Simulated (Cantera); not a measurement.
An isothermal, constant-pressure homogeneous reactor starts with C2H6 : N2 = 1 : 37 (molar parts), at 1923 K and 0.133 bar. Integrator tolerance rtol = 1e-08.

Cantera simulation using GRI-Mech 3.0 (53 species, 325 reactions); the numbers are that mechanism's predictions, not measurements. GRI-Mech 3.0 stops at C3 and has no aromatics, soot or wall deposition, so with more carbon than oxygen in the feed, carbon stays in small species such as C2H2 where larger ones or solid carbon would form.

### Question
What does this change do: temperature 1923 to 1823 K?

### Answer
```
quantity                                              before                                      after
-----------------  -----------------------------------------  -----------------------------------------
x(C2H6) at 20.0 s  3.12e-12 (gas-phase equilibrium 1.41e-12)  1.59e-11 (gas-phase equilibrium 4.72e-12)
x(CH4) at 20.0 s     2.45e-6 (gas-phase equilibrium 2.39e-6)    8.08e-6 (gas-phase equilibrium 4.95e-6)
x(CH2) at 20.0 s     8.16e-9 (gas-phase equilibrium 7.96e-9)    5.33e-9 (gas-phase equilibrium 3.27e-9)
x(C2H) at 20.0 s     4.12e-6 (gas-phase equilibrium 7.18e-7)    1.28e-6 (gas-phase equilibrium 2.41e-7)
x(C2H2) at 20.0 s     0.0249 (gas-phase equilibrium 0.00433)     0.0249 (gas-phase equilibrium 0.00468)
x(H2) at 20.0 s        0.0497 (gas-phase equilibrium 0.0497)      0.0498 (gas-phase equilibrium 0.0499)
x(H) at 20.0 s     0.000579 (gas-phase equilibrium 0.000579)  0.000267 (gas-phase equilibrium 0.000267)
```
